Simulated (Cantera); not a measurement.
## Silicon carbide growth: SiHCl3 + C3H8 + H2

A closed system holds: 1 mol SiHCl3, 0.011 mol C3H8, 29 mol H2, at 3.90 Torr.

Equilibrium computed with Cantera from the NASA thermochemical tables; the gas is ideal and each condensed phase is pure. Candidate condensed phases: C, C6H6, C7H8, C8H18, Si, SiC; 109 gas species. Mutual solubility and eutectic melting of coexisting phases are not modelled. The tables' values for SiCl, SiCl3 are old estimates; treat these amounts as uncertain. Gases not in the tables: Si2H6 and higher silanes. The numbers say what is thermodynamically allowed, not how fast it happens.

| T (K) | x H2 | x H | x HCl | x Si | x Cl | x SiCl4 | x SiCl2 | n Si(s) | n SiC(s) | n Si(l) |
|---|---|---|---|---|---|---|---|---|---|---|
| 900 | 0.966 | 1.59e-9 | 0.0112 | <1e-12 | 1.81e-11 | 0.0182 | 0.000178 | 0.262 | 0.0330 | 0 |
| 1050 | 0.945 | 1.09e-7 | 0.0375 | <1e-12 | 3.95e-9 | 0.0107 | 0.00277 | 0.429 | 0.0330 | 0 |
| 1200 | 0.922 | 2.63e-6 | 0.0635 | 2.67e-10 | 1.57e-7 | 0.00166 | 0.0103 | 0.532 | 0.0330 | 0 |
| 1350 | 0.918 | 3.17e-5 | 0.0670 | 3.84e-8 | 1.93e-6 | 9.34e-5 | 0.0138 | 0.519 | 0.0330 | 0 |
| 1500 | 0.919 | 0.000234 | 0.0658 | 2.02e-6 | 1.35e-5 | 7.29e-6 | 0.0151 | 0.491 | 0.0330 | 0 |
| 1650 | 0.918 | 0.00121 | 0.0642 | 5.15e-5 | 6.62e-5 | 8.85e-7 | 0.0160 | 0.464 | 0.0330 | 0 |
| 1800 | 0.913 | 0.00474 | 0.0661 | 0.000611 | 0.000263 | 1.51e-7 | 0.0148 | 0 | 0.0328 | 0.475 |
| 1950 | 0.898 | 0.0151 | 0.0676 | 0.00458 | 0.000851 | 3.24e-8 | 0.0130 | 0 | 0.0297 | 0.370 |
| 2100 | 0.857 | 0.0400 | 0.0711 | 0.0176 | 0.00244 | 7.13e-9 | 0.00865 | 0 | 0.00771 | 0 |
| 2250 | 0.796 | 0.0919 | 0.0761 | 0.0235 | 0.00636 | 9.53e-10 | 0.00276 | 0 | 0 | 0 |
| 2400 | 0.704 | 0.185 | 0.0693 | 0.0255 | 0.0130 | 8.41e-11 | 0.000665 | 0 | 0 | 0 |
| 2550 | 0.571 | 0.327 | 0.0546 | 0.0245 | 0.0220 | 5.87e-12 | 0.000138 | 0 | 0 | 0 |
x: gas mole fraction; n: condensed amount in mol.

From 900 K to 1650 K the condensed part is Si(s) + SiC(s). From 1800 K to 1950 K the condensed part is Si(l) + SiC(s). At 2100 K the condensed part is SiC(s). From 2250 K to 2550 K nothing is condensed. The main Si-bearing gas is SiCl4 at 900 K and Si at 2550 K.
